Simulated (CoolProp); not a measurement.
Saturation properties of methanol.

Computed with CoolProp (reference Helmholtz-energy equation of state, de Reuck 1993).

```
T (K)     p (MPa)  vapour Z  surface tension (mN/m)
-----  ----------  --------  ----------------------
375.3      0.3783    0.9004                    15.4
383.1      0.4795    0.8872                    14.6
390.9      0.6014    0.8726                    13.9
398.7      0.7470    0.8564              (withheld)
406.4      0.9170    0.8386                    12.3
414.2       1.119    0.8187                    11.4
422         1.355    0.7969                    10.6
429.8       1.629    0.7733                    9.68
437.6       1.945    0.7480                    8.78
445.4       2.307    0.7219              (withheld)
453.2       2.719    0.6958                    6.93
461         3.184    0.6704                    5.98
468.8       3.708    0.6448                    5.02
476.6  (withheld)    0.6154                    4.06
```

Q: Fill in the missing entries.

A: 
- 398.7, surface tension (mN/m): 13.1
- 445.4, surface tension (mN/m): 7.86
- 476.6, p (MPa): 4.294

It boils at 337.6 K under 1 atm.

Surface tension comes from a separate correlation (Mulero 2012).
